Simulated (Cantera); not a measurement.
Standard-state values (1 bar) from the NASA 1993 polynomials, evaluated with Cantera. Values are per mole of reaction as written; species without (g) are pure solids or liquids, kept so even where they would boil at 1 bar.

Q: Between 300 and 1173 K, where is each reaction favourable under standard conditions?
- 6 BF₃(g) + 3 O₂(g) = 12 F(g) + 2 B₃O₃F₃(g)
- 2 BF₃(g) + O₃(g) = 6 F(g) + B₂O₃(g)

A: 
- 6 BF₃(g) + 3 O₂(g) = 12 F(g) + 2 B₃O₃F₃(g): ΔG° is 2902 kJ at 300 K and 2439 kJ at 1173 K; it stays positive (K < 1). ΔH° is 3111 kJ and ΔS° 572 J/K at 1173 K.
- 2 BF₃(g) + O₃(g) = 6 F(g) + B₂O₃(g): ΔG° is 1623 kJ at 300 K and 1166 kJ at 1173 K; it stays positive (K < 1). ΔH° is 1795 kJ and ΔS° 536 J/K at 1173 K.
